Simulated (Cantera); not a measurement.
An adiabatic, constant-pressure homogeneous reactor starts with CH3OH : O2 : N2 : H2O = 1 : 2.05 : 22.6 : 1.6 (molar parts), at 1823 K and 10.0 bar. Integrator tolerance rtol = 1e-08.

Detailed kinetics in Cantera: GRI-Mech 3.0 (53 species, 325 reactions). GRI-Mech 3.0 was tuned for natural gas; its chemistry of methanol as a main component is partial and can be far from experiment.

Question: What does this change do: pressure from 10.0 bar to 15.0 bar?

Answer: 
| quantity | before | after |
|---|---|---|
| time of steepest temperature rise | 4.50 µs | 3.15 µs |
| temperature at 0.200 s | 2397 K | 2402 K |
| equilibrium temperature | 2397 K | 2402 K |
| x(CH3OH) at 0.200 s | <1e-12 (gas-phase equilibrium <1e-12) | <1e-12 (gas-phase equilibrium <1e-12) |
| x(O2) at 0.200 s | 0.0174 (gas-phase equilibrium 0.0174) | 0.0172 (gas-phase equilibrium 0.0172) |
| x(H2O) at 0.200 s | 0.126 (gas-phase equilibrium 0.126) | 0.127 (gas-phase equilibrium 0.127) |
| x(CO2) at 0.200 s | 0.0342 (gas-phase equilibrium 0.0342) | 0.0345 (gas-phase equilibrium 0.0345) |
| x(CO) at 0.200 s | 0.00172 (gas-phase equilibrium 0.00172) | 0.00146 (gas-phase equilibrium 0.00146) |
| x(H) at 0.200 s | 0.000164 (gas-phase equilibrium 0.000164) | 0.000126 (gas-phase equilibrium 0.000126) |
| x(HCN) at 0.200 s | 9.13e-12 (gas-phase equilibrium 9.13e-12) | 8.96e-12 (gas-phase equilibrium 8.96e-12) |
The pressure lies above the range GRI-Mech 3.0 was tuned for (to about 10 atm).
